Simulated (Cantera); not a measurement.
What does this Cantera script print?

```python
import numpy as np
import cantera as ct

gas_names = [...]  # 110 gases of nasa_gas.yaml made of C, H, O
cond_names = """
    C(gr) C6H6(L) C7H8(L) C8H18(L),n-octa H2O(s) H2O(L)
""".split()


# ... load() reads the species with a 1 bar reference pressure and builds the phases ...
atoms = {
    'C6H6': {'C': 6, 'H': 6},
    'H2O': {'H': 2, 'O': 1},
}
top_T = {'C(gr)': 4500}  # K; cautious upper limits of use, not melting points


# ... equilibrate(T, P, feed) seeds the gas with the atoms and calls Mixture.equilibrate('TP', solver="vcs", rtol=1e-11, max_steps=5000) ...
results = []
feed = {'C6H6': 1, 'H2O': 0.34}  # mol
P = 1000  # Pa
for T in [1600, 1650, 1700, 1750, 1800, 1850, 1900, 1950, 2000, 2050, 2100, 2150, 2200, 2250]:
    mix = equilibrate(T, P, feed)
    results.append((T, P, feed, dict(zip(mix.species_names, mix.species_moles))))
    x = sorted(zip(gas.X, gas.species_names), reverse=True)
    print(f"T = {T:g} K  P = {P:g} Pa  gas = {mix.phase_moles(0):.4g} mol")
    print("   x: " + "  ".join(f"{s} {v:.3e}" for v, s in x if v > 1e-05))
    print("   condensed (mol): " + ("  ".join(f"{mix.phase(i).name} {mix.phase_moles(i):.4g}"
          for i in range(1, mix.n_phases) if mix.phase_moles(i) > 1e-12) or "none"))
```

Output:

```
T = 1600 K  P = 1000 Pa  gas = 3.681 mol
   x: H2 9.071e-01  CO 9.237e-02  H 5.178e-04  C2H2,acetylene 2.495e-05  CH4 1.343e-05
   condensed (mol): C(gr) 5.66
T = 1650 K  P = 1000 Pa  gas = 3.682 mol
   x: H2 9.067e-01  CO 9.235e-02  H 8.650e-04  C2H2,acetylene 4.136e-05  CH4 1.093e-05
   condensed (mol): C(gr) 5.66
T = 1700 K  P = 1000 Pa  gas = 3.683 mol
   x: H2 9.062e-01  CO 9.233e-02  H 1.403e-03  C2H2,acetylene 6.652e-05
   condensed (mol): C(gr) 5.659
T = 1750 K  P = 1000 Pa  gas = 3.684 mol
   x: H2 9.054e-01  CO 9.229e-02  H 2.213e-03  C2H2,acetylene 1.040e-04
   condensed (mol): C(gr) 5.659
T = 1800 K  P = 1000 Pa  gas = 3.686 mol
   x: H2 9.042e-01  CO 9.223e-02  H 3.405e-03  C2H2,acetylene 1.586e-04
   condensed (mol): C(gr) 5.659
T = 1850 K  P = 1000 Pa  gas = 3.689 mol
   x: H2 9.025e-01  CO 9.216e-02  H 5.118e-03  C2H2,acetylene 2.360e-04
   condensed (mol): C(gr) 5.658
T = 1900 K  P = 1000 Pa  gas = 3.694 mol
   x: H2 9.001e-01  CO 9.204e-02  H 7.529e-03  C2H2,acetylene 3.437e-04
   condensed (mol): C(gr) 5.657
T = 1950 K  P = 1000 Pa  gas = 3.7 mol
   x: H2 8.968e-01  CO 9.189e-02  H 1.086e-02  C2H2,acetylene 4.901e-04
   condensed (mol): C(gr) 5.656
T = 2000 K  P = 1000 Pa  gas = 3.708 mol
   x: H2 8.923e-01  CO 9.168e-02  H 1.536e-02  C2H2,acetylene 6.854e-04
   condensed (mol): C(gr) 5.655
T = 2050 K  P = 1000 Pa  gas = 3.72 mol
   x: H2 8.863e-01  CO 9.140e-02  H 2.136e-02  C2H2,acetylene 9.410e-04
   condensed (mol): C(gr) 5.653
T = 2100 K  P = 1000 Pa  gas = 3.735 mol
   x: H2 8.785e-01  CO 9.104e-02  H 2.920e-02  C2H2,acetylene 1.269e-03
   condensed (mol): C(gr) 5.65
T = 2150 K  P = 1000 Pa  gas = 3.754 mol
   x: H2 8.684e-01  CO 9.058e-02  H 3.930e-02  C2H2,acetylene 1.682e-03
   condensed (mol): C(gr) 5.647
T = 2200 K  P = 1000 Pa  gas = 3.778 mol
   x: H2 8.557e-01  CO 8.998e-02  H 5.210e-02  C2H2,acetylene 2.193e-03
   condensed (mol): C(gr) 5.643
T = 2250 K  P = 1000 Pa  gas = 3.81 mol
   x: H2 8.399e-01  CO 8.925e-02  H 6.806e-02  C2H2,acetylene 2.811e-03
   condensed (mol): C(gr) 5.638
```

Equilibrium computed with Cantera from the NASA thermochemical tables; the gas is ideal and each condensed phase is pure.
